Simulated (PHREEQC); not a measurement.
Consider water at 25 °C with 2.5 mmol/kgw Cu(NO3)2 and 0.14 mmol/kgw H3BO3. Closed to the air; pH follows from the charge balance.

Model: ion-association model, wateq4f.dat, run in PHREEQC.

| quantity | before | after |
|---|---|---|
| pH | 5.08 | 5.24 |
| Cu2(OH)2+2 (mol/kgw) | 2.82e-6 | 1.58e-6 |
| CuOH+ (mol/kgw) | 2.32e-6 | 1.78e-6 |
| Cu(OH)2 (mol/kgw) | 5.30e-7 | 6.00e-7 |
| SI of Tenorite (CuO) | -0.21 | -0.16 |
| SI of Cu(OH)2 (Cu(OH)2) | -1.23 | -1.18 |

Question: What was changed between the two runs?
A. Cu(NO3)2 from 0.0025 to 0.005 mol/kgw
B. diluted 2-fold with water
C. H3BO3 replaced by NaBF4 at the same molality
D. H3BO3 left out
E. Cu(NO3)2 from 0.0025 to 0.025 mol/kgw

Answer: B, diluted 2-fold with water

No solid was allowed to form.
